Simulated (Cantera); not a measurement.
Charge: 1 mol CuO, 0.71 mol CH4, 0.27 mol N2, equilibrated at 133 Pa.

Method: chemical equilibrium by Gibbs-energy minimisation in Cantera with the NASA 1993 tables (ideal gas, pure condensed phases). Candidate condensed phases: C, C6H6, C7H8, C8H18, Cu, CuO, Cu(OH)2, Cu2O, H2O; 139 gas species. The numbers say what is thermodynamically allowed, not how fast it happens.

Problem. Which condensed phases are stable at each of these points (T (°C)): 527, 577, 627, 677, 727, 777, 827, 877, 927, 977, 1027, 1077, 1127?

Solution. 
```json
[
 {"T (°C)": "527", "condensed phases": "Cu(s)", "Cu condensed (%)": "100.0"},
 {"T (°C)": "577", "condensed phases": "Cu(s)", "Cu condensed (%)": "100.0"},
 {"T (°C)": "627", "condensed phases": "Cu(s)", "Cu condensed (%)": "100.0"},
 {"T (°C)": "677", "condensed phases": "Cu(s)", "Cu condensed (%)": "100.0"},
 {"T (°C)": "727", "condensed phases": "Cu(s)", "Cu condensed (%)": "100.0"},
 {"T (°C)": "777", "condensed phases": "Cu(s)", "Cu condensed (%)": "100.0"},
 {"T (°C)": "827", "condensed phases": "Cu(s)", "Cu condensed (%)": "100.0"},
 {"T (°C)": "877", "condensed phases": "Cu(s)", "Cu condensed (%)": "100.0"},
 {"T (°C)": "927", "condensed phases": "Cu(s)", "Cu condensed (%)": "100.0"},
 {"T (°C)": "977", "condensed phases": "Cu(s)", "Cu condensed (%)": "100.0"},
 {"T (°C)": "1027", "condensed phases": "Cu(s)", "Cu condensed (%)": "100.0"},
 {"T (°C)": "1077", "condensed phases": "Cu(s)", "Cu condensed (%)": "99.9"},
 {"T (°C)": "1127", "condensed phases": "Cu(l)", "Cu condensed (%)": "99.8"}
]
```

From 527 °C to 1077 °C the condensed part is Cu(s). At 1127 °C the condensed part is Cu(l).
